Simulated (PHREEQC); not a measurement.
Consider water at 25 °C with 0.0014 mol HF, 9.8e-05 mol NH4HF2 and 0.0039 mol H2SO4 per kg of water. Closed to the air; pH follows from the charge balance.

Equilibrium calculation in PHREEQC: ion-association model, phreeqc.dat.

Precipitation was switched off in this run.

Problem. Order these F species by the share of F that they hold, largest first: F-, HF2-, HF.

Solution. HF (89 %), F- (11 %), HF2- (0.12 %)

The pH is 2.21 and the ionic strength 0.00948 mol/kgw.
